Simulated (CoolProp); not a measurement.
A single-stage vapour-compression cycle with the fluid: evaporating at 230.15 K (dew point), condensing at 282.15 K (bubble point), superheat 8 K, subcooling 5 K, compressor efficiency 0.9, no pressure losses. The same conditions are run with several fluids, on thermodynamics alone (safety and materials aside).

The numbers come from the reference Helmholtz-energy equation of state of each fluid (ethane: Bücker 2006; R142b: Lemmon 2006; R134a: Tillner-Roth 1994; propylene: Lemmon 2013; n-butane: Bücker 2006; R115: Lemmon 2016) in CoolProp.

| fluid | cooling COP | pressure ratio | discharge temperature (K) | refrigerating effect (kJ/kg) | volumetric capacity (kJ/m³) |
|---|---|---|---|---|---|
| ethane | 2.83 | 4.19 | 319.9 | 287 | 3470 |
| R142b | 3.41 | (withheld) | 312.9 | 190 | 197 |
| R134a | 3.32 | (withheld) | (withheld) | 173 | 396 |
| propylene | (withheld) | 6.09 | 316.8 | (withheld) | 920 |
| n-butane | (withheld) | 10.1 | 302.0 | 327 | 138 |
| R115 | 3.12 | 6.80 | 288.1 | 86.0 | 592 |

Q: Fill in the missing entries.

A: 
- R142b, pressure ratio: 9.91
- R134a, pressure ratio: 9.19
- R134a, discharge temperature (K): 310.5
- propylene, cooling COP: 3.30
- propylene, refrigerating effect (kJ/kg): 335
- n-butane, cooling COP: 3.42
